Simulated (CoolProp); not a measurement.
Vapour-liquid equilibrium of isohexane (1) + ethanol (2) at 6.71 bar; x and y are mole fractions of (1).

Values from CoolProp's multi-fluid Helmholtz-energy mixture model, Lemmon 2006 and Schroeder 2014; pair parameters Bell 2016.

Problem. Give the bubble temperature and the first vapour's composition at x = 0.05, 0.15, 0.65. Is there an azeotrope?

Solution. x = 0.05: 403.7 K, y = 0.158; x = 0.15: 397.3 K, y = 0.345; x = 0.65: 392.2 K, y = 0.580. y crosses x between x = 0.45 and 0.55: the model has an azeotrope there.

Pair parameters are fitted to limited data, so mixtures are less certain than the pure fluids.
